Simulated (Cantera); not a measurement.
Charge: 1 mol SiH2Cl2, 27 mol H2O, 28 mol H2, held at 278 Torr.

Method: chemical equilibrium by Gibbs-energy minimisation in Cantera with the NASA 1993 tables (ideal gas, pure condensed phases). Candidate condensed phases: H2O, Si, SiO2; 30 gas species. The tables hold silica as quartz up to 1696 K and as liquid above; real silica turns to tridymite and cristobalite and melts near 1996 K. Gases not in the tables: Si(OH)4. Rates play no part.

x: gas mole fraction; n: condensed amount in mol.

| T (°C) | x H2 | x H2O | x HCl | x H | x OH | x SiO | n SiO2(β-quartz) | n SiO2(condensed) |
|---|---|---|---|---|---|---|---|---|
| 1100 | 0.526 | 0.439 | 0.0351 | 3.97e-6 | … | 9.95e-11 | 1.00 | 0 |
| 1150 | 0.526 | 0.439 | 0.0351 | 7.92e-6 | … | 5.30e-10 | 1.00 | 0 |
| 1200 | 0.526 | 0.439 | 0.0351 | 1.51e-5 | … | 2.51e-9 | 1.00 | 0 |
| 1250 | 0.526 | 0.439 | 0.0351 | 2.76e-5 | … | 1.07e-8 | 1.000 | 0 |
| 1300 | 0.526 | 0.439 | 0.0351 | 4.85e-5 | … | 4.15e-8 | 1.000 | 0 |
| 1350 | 0.526 | 0.439 | 0.0351 | 8.24e-5 | … | 1.48e-7 | 1.000 | 0 |
| 1400 | 0.526 | 0.439 | 0.0351 | 0.000136 | … | 4.86e-7 | 1.000 | 0 |
| 1450 | 0.526 | 0.439 | 0.0351 | 0.000217 | … | 1.48e-6 | 0 | 1.000 |
| 1500 | 0.526 | 0.438 | 0.0351 | 0.000339 | … | 4.16e-6 | 0 | 1.000 |
| 1550 | 0.526 | 0.438 | 0.0351 | 0.000517 | … | 1.11e-5 | 0 | 0.999 |
| 1600 | 0.526 | 0.438 | 0.0350 | 0.000769 | … | 2.79e-5 | 0 | 0.998 |
| 1650 | 0.525 | 0.438 | 0.0350 | 0.00112 | … | 6.66e-5 | 0 | 0.996 |

Task: Some entries are withheld; supply them.

Result: 
- 1100, x OH: 5.91e-8
- 1150, x OH: 1.43e-7
- 1200, x OH: 3.27e-7
- 1250, x OH: 7.08e-7
- 1300, x OH: 1.46e-6
- 1350, x OH: 2.88e-6
- 1400, x OH: 5.45e-6
- 1450, x OH: 9.94e-6
- 1500, x OH: 1.75e-5
- 1550, x OH: 3.00e-5
- 1600, x OH: 4.98e-5
- 1650, x OH: 8.06e-5
